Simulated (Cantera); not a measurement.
An adiabatic, constant-volume homogeneous reactor starts with 8.81 % CH4, 1.06 % C2H6, 15.2 % O2, 57.3 % N2, 17.6 % CO2, at 1273 K and 5.00 bar.

Detailed kinetics in Cantera: GRI-Mech 3.0 (53 species, 325 reactions).

Predict: time of steepest temperature rise; temperature at 0.200 s; equilibrium temperature; x(O2) at 0.200 s; x(NO2) at 0.200 s; x(O) at 0.200 s.


```
Property                                                               Value
---------------------------------  -----------------------------------------
time of steepest temperature rise                                   0.855 ms
temperature at 0.200 s                                                2634 K
equilibrium temperature                                               2634 K
x(O2) at 0.200 s                     0.00122 (gas-phase equilibrium 0.00122)
x(NO2) at 0.200 s                    3.56e-7 (gas-phase equilibrium 3.56e-7)
x(O) at 0.200 s                    0.000286 (gas-phase equilibrium 0.000286)
```
